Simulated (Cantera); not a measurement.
Input: 1 mol B2H6, a varied amount of NH3, at 1700 K and 67.0 mbar.

Equilibrium computed with Cantera from the NASA thermochemical tables; the gas is ideal and each condensed phase is pure. Candidate condensed phases: B, BN; 15 gas species. The feed counts by its element totals alone. Mutual solubility and eutectic melting of coexisting phases are not modelled. Equilibrium is a limit: real reactors are often held back by kinetics, nucleation or transport.

Question: Which condensed phases are stable at each of these points (n(NH3) (mol)): 0.53, 1.5, 2.5, 3.4, 4.4, 5.4, 6.3?

Answer: 
```csv
n(NH3) (mol),condensed phases,B condensed (%)
0.53,B(s) + BN(s),100.0
1.5,B(s) + BN(s),100.0
2.5,BN(s),100.0
3.4,BN(s),100.0
4.4,BN(s),100.0
5.4,BN(s),100.0
6.3,BN(s),100.0
```

From 0.53 mol NH3 to 1.5 mol NH3 the condensed part is B(s) + BN(s). From 2.5 mol NH3 to 6.3 mol NH3 the condensed part is BN(s).
